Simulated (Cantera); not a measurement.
Reactions in the system H-N-Ni-S

Cantera with NASA thermochemical tables; ideal gases at 1 bar, condensed phases pure. Values are per mole of reaction as written; species without (g) are pure solids or liquids, kept so even where they would boil at 1 bar.

6 H2S(g) + 3 Ni + 2 N2(g) ⇌ 4 NH3(g) + 3 NiS2

```json
[
 {"T (K)": "300", "ΔH° (kJ)": "-454.9", "ΔS° (J/K)": "-720.4", "ΔG° (kJ)": "-238.7", "log10 K": "41.57", "condensed phases": "Ni(s), NiS2(s)"},
 {"T (K)": "473", "ΔH° (kJ)": "-452.4", "ΔS° (J/K)": "-713.9", "ΔG° (kJ)": "-114.7", "log10 K": "12.67", "condensed phases": "Ni(s), NiS2(s)"},
 {"T (K)": "623", "ΔH° (kJ)": "-450.1", "ΔS° (J/K)": "-709.6", "ΔG° (kJ)": "-8.0", "log10 K": "0.67", "condensed phases": "Ni(s), NiS2(s)"},
 {"T (K)": "773", "ΔH° (kJ)": "-446.0", "ΔS° (J/K)": "-703.9", "ΔG° (kJ)": "98.1", "log10 K": "-6.63", "condensed phases": "Ni(s), NiS2(s)"},
 {"T (K)": "923", "ΔH° (kJ)": "-440.3", "ΔS° (J/K)": "-697.2", "ΔG° (kJ)": "203.2", "log10 K": "-11.50", "condensed phases": "Ni(s), NiS2(s)"},
 {"T (K)": "1073", "ΔH° (kJ)": "-433.6", "ΔS° (J/K)": "-690.5", "ΔG° (kJ)": "307.3", "log10 K": "-14.96", "condensed phases": "Ni(s), NiS2(s)"},
 {"T (K)": "1223", "ΔH° (kJ)": "-426.1", "ΔS° (J/K)": "-683.9", "ΔG° (kJ)": "410.3", "log10 K": "-17.53", "condensed phases": "Ni(s), NiS2(s)"},
 {"T (K)": "1373", "ΔH° (kJ)": "-220.4", "ΔS° (J/K)": "-523.3", "ΔG° (kJ)": "498.1", "log10 K": "-18.95", "condensed phases": "Ni(s), NiS2(l)"},
 {"T (K)": "1523", "ΔH° (kJ)": "-212.8", "ΔS° (J/K)": "-518.1", "ΔG° (kJ)": "576.2", "log10 K": "-19.76", "condensed phases": "Ni(s), NiS2(l)"},
 {"T (K)": "1673", "ΔH° (kJ)": "-205.8", "ΔS° (J/K)": "-513.6", "ΔG° (kJ)": "653.6", "log10 K": "-20.41", "condensed phases": "Ni(s), NiS2(l)"}
]
```
